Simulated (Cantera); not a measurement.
An adiabatic, constant-volume homogeneous reactor starts with 6.54 % CH4, 0.294 % C2H6, 1.05 % C3H8, 17.6 % O2, 66.0 % N2, 8.50 % H2O, equivalence ratio 1.1, at 1575 K and 5100 Torr.

Model: GRI-Mech 3.0 (53 species, 325 reactions), integrated in Cantera. GRI-Mech 3.0 was tuned for natural gas; its chemistry of propane as a main component is partial and can be far from experiment. Above 3000 K some thermodynamic fits are extrapolated.

Task: Predict: time of steepest temperature rise; temperature at 2.00 s; equilibrium temperature; x(OH) at 2.00 s; x(N2O) at 2.00 s; x(CO2) at 2.00 s; x(HCN) at 2.00 s.

Result: 
```
Quantity                                                            Result
---------------------------------  ---------------------------------------
time of steepest temperature rise                                  25.2 µs
temperature at 2.00 s                                               3022 K
equilibrium temperature                                             3022 K
x(OH) at 2.00 s                      0.0198 (gas-phase equilibrium 0.0198)
x(N2O) at 2.00 s                   1.82e-6 (gas-phase equilibrium 1.82e-6)
x(CO2) at 2.00 s                     0.0497 (gas-phase equilibrium 0.0497)
x(HCN) at 2.00 s                   2.17e-8 (gas-phase equilibrium 2.17e-8)
```
